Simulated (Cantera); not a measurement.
A Cantera script and its output.

```python
import numpy as np
import cantera as ct

gas = ct.Solution("h2o2.yaml")
gas.TPX = 450, 69000, {'H2': 1, 'O2': 0.312, 'N2': 1.17, 'H2O': 0.041}
flame = ct.FreeFlame(gas, width=0.052)
flame.set_refine_criteria(ratio=3, slope=0.08, curve=0.16)
flame.transport_model = "mixture-averaged"
flame.solve(loglevel=0, auto=True)
z, T = flame.grid, flame.T
thick = (T[-1] - T[0]) / np.gradient(T, z).max()
show = ['H2', 'O2', 'O', 'H2O2', 'H2O', 'H']
print(f"laminar burning velocity  {flame.velocity[0] * 100:.3f} cm/s")
print(f"burnt temperature         {T[-1]:.1f} K")
print(f"thermal thickness         {thick * 1e3:.4f} mm")
print(f"grid points               {len(z)}")
z0 = z[flame.heat_release_rate.argmax()]
print(f"{'z/mm':>9s}{'T/K':>9s}{'u/(m/s)':>9s}" + "".join(f"{s:>11s}" for s in show))
rows = []
for k in (-3, -2, -1.5, -1, -0.5, -0.25, 0, 0.25, 0.5, 1, 2, 4, 8):
    zz = z0 + k * thick
    rows.append([k * thick, np.interp(zz, z, T), np.interp(zz, z, flame.velocity),
                 *(np.interp(zz, z, flame.X[gas.species_index(s)]) for s in show)])
    print(f"{rows[-1][0] * 1e3:9.3f}{rows[-1][1]:9.1f}{rows[-1][2]:9.3f}" + "".join(f"{x:11.3e}" for x in rows[-1][3:]))
```

It prints:

```
laminar burning velocity  539.106 cm/s
burnt temperature         2281.9 K
thermal thickness         0.6389 mm
grid points               128
     z/mm      T/K  u/(m/s)         H2         O2          O       H2O2        H2O          H
   -1.917    450.0    5.391  3.964e-01  1.237e-01  4.132e-15 -2.584e-15  1.625e-02  5.329e-17
   -1.278    450.0    5.391  3.964e-01  1.237e-01  1.124e-12  1.403e-13  1.625e-02  1.580e-14
   -0.958    450.0    5.391  3.964e-01  1.237e-01  1.493e-11  2.294e-12  1.625e-02  3.361e-13
   -0.639    450.0    5.391  3.963e-01  1.237e-01  1.269e-09  3.871e-10  1.625e-02  5.449e-10
   -0.319    463.0    5.524  3.933e-01  1.240e-01  3.490e-06  4.416e-06  1.667e-02  4.585e-05
   -0.160    715.3    8.320  3.595e-01  1.180e-01  2.247e-04  3.139e-05  3.684e-02  6.594e-03
    0.000   1159.5   13.069  2.566e-01  8.125e-02  3.527e-03  2.597e-06  1.197e-01  4.548e-02
    0.160   1454.1   16.216  1.587e-01  2.459e-02  5.644e-03  1.527e-06  2.261e-01  8.210e-02
    0.319   1583.9   17.552  1.339e-01  7.247e-03  4.441e-03  1.044e-06  2.602e-01  8.618e-02
    0.639   1708.3   18.778  1.350e-01  3.313e-03  3.551e-03  6.500e-07  2.698e-01  7.513e-02
    1.278   1839.5   20.031  1.421e-01  2.281e-03  2.663e-03  3.527e-07  2.750e-01  5.953e-02
    2.555   1967.3   21.214  1.488e-01  1.411e-03  1.710e-03  1.810e-07  2.810e-01  4.413e-02
    5.111   2078.9   22.219  1.545e-01  7.458e-04  9.278e-04  9.326e-08  2.870e-01  3.063e-02
```

Model: the H2/O2 subset of GRI-Mech 3.0, which has no nitrogen chemistry, integrated in Cantera. Burning velocities carry a grid error of a few per cent, more on coarse grids.
